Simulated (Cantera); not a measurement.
Low-pressure radical oxidation in H2/O2

An isothermal, constant-pressure homogeneous reactor starts with 5.81 % H2, 17.1 % O2, 76.9 % N2, 0.239 % H2O, at 975 K and 5.18 Torr.

Detailed kinetics in Cantera: the H2/O2 subset of GRI-Mech 3.0, which has no nitrogen chemistry. Radical loss at walls, strong at low pressure, is not modelled. The temperature is held fixed by assumption; the heat of reaction is taken as removed at once.

```csv
t (s),x H2,x O2,x H2O2,x O,x H,x H2O
0.000100,0.0581,0.171,<1e-12,<1e-12,2.41e-12,0.00239
0.000242,0.0581,0.171,<1e-12,<1e-12,5.74e-12,0.00239
0.000585,0.0581,0.171,<1e-12,1.99e-12,1.40e-11,0.00239
0.00141,0.0581,0.171,<1e-12,1.02e-11,3.93e-11,0.00239
0.00342,0.0581,0.171,<1e-12,6.51e-11,1.82e-10,0.00239
0.00827,0.0581,0.171,<1e-12,1.43e-9,3.70e-9,0.00239
0.0200,0.0581,0.171,1.79e-11,1.62e-6,4.18e-6,0.00240
0.0484,0.00435,0.145,1.95e-8,0.00988,0.0254,0.0430
0.117,0.00199,0.144,1.81e-8,0.00757,0.0140,0.0519
0.283,0.000855,0.145,2.59e-8,0.00299,0.00354,0.0591
0.684,0.000160,0.146,3.32e-8,0.000541,0.000260,0.0618
1.65,1.87e-5,0.146,2.48e-8,6.24e-5,9.91e-6,0.0622
4.00,2.61e-6,0.146,1.19e-8,9.05e-6,5.48e-7,0.0623
```
x: mole fraction; the columns are a selection and need not sum to one.

Equilibrium at this temperature and pressure: H2 8.04e-11, O2 0.146, H2O2 4.01e-12, O 3.34e-10, H <1e-12, H2O 0.0623 (gas phase only).
